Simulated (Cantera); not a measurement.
A freely propagating, adiabatic, planar premixed flame of H2 : O2 : N2 = 1 : 0.385 : 1.45 (molar parts), equivalence ratio 1.3, unburnt at 675 K and 4.93 atm; mixture-averaged transport, grid criteria slope 0.08 and curve 0.16, no radiation.

Cantera simulation using the H2/O2 subset of GRI-Mech 3.0, which has no nitrogen chemistry; the numbers are that mechanism's predictions, not measurements. The hydrogen kinetics of GRI-Mech 3.0 are dated; newer H2 mechanisms differ, most at raised pressure. Burning velocities carry a grid error of a few per cent, more on coarse grids.

Question: How do the results move with these cheaper or finer settings: unity-Lewis-number transport; multicomponent transport; multicomponent+Soret transport; grid criteria slope 0.5, curve 1; grid criteria slope 0.25, curve 0.5; grid criteria slope 0.03, curve 0.06?

Answer: 
| setting | laminar burning velocity | thermal thickness | peak x(O) | peak x(H2O2) | grid points |
|---|---|---|---|---|---|
| as above | 1090 cm/s | 0.0604 mm | 0.00738 | 4.34e-5 | 121 |
| unity-Lewis-number transport | 726 cm/s | 0.0513 mm | 0.00712 | 2.54e-5 | 103 |
| multicomponent transport | 1070 cm/s | 0.0603 mm | 0.00731 | 4.34e-5 | 121 |
| multicomponent+Soret transport | 1020 cm/s | 0.0592 mm | 0.00732 | 4.60e-5 | 123 |
| grid criteria slope 0.5, curve 1 | 1270 cm/s | 0.0800 mm | 0.00754 | 3.66e-5 | 39 |
| grid criteria slope 0.25, curve 0.5 | 1140 cm/s | 0.0668 mm | 0.00746 | 4.02e-5 | 53 |
| grid criteria slope 0.03, curve 0.06 | 1080 cm/s | 0.0589 mm | 0.00735 | 4.43e-5 | 254 |
Unity Lewis numbers drop preferential diffusion, which matters most where H2 and H carry the flame; Soret adds thermal diffusion.
